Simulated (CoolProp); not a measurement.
A closed Brayton cycle with nitrogen: compressor inlet 324.15 K and 0.83 MPa, high pressure 1.55 MPa, turbine inlet 855 K, compressor efficiency 0.8, turbine efficiency 0.85, recuperator effectiveness 0.8 (on enthalpy, no pinch check). Each further row changes one setting.

Values from CoolProp's reference Helmholtz-energy equation of state, Span 2000.

| case | thermal efficiency (%) | net work (kJ/kg) | compressor to turbine work | compressor exit (K) | turbine exit (K) |
|---|---|---|---|---|---|
| as stated | … | 42.4 | 0.66 | 403.3 | 744.3 |
| turbine inlet 805 K | … | 35.0 | 0.70 | 403.3 | … |
| compressor inlet 334.15 K | 20.3 | 39.8 | 0.68 | 415.7 | 744.3 |
| high pressure 1.32 MPa | … | … | … | 381.6 | 771.3 |
| recuperator effectiveness 0.5 | … | 42.4 | 0.66 | 403.3 | 744.3 |

### Question
Complete the blanks.

### Answer

- as stated, thermal efficiency (%): 21.3
- turbine inlet 805 K, thermal efficiency (%): 19.3
- turbine inlet 805 K, turbine exit (K): 699.7
- high pressure 1.32 MPa, thermal efficiency (%): 19.5
- high pressure 1.32 MPa, net work (kJ/kg): 34.8
- high pressure 1.32 MPa, compressor to turbine work: 0.63
- recuperator effectiveness 0.5, thermal efficiency (%): 13.7
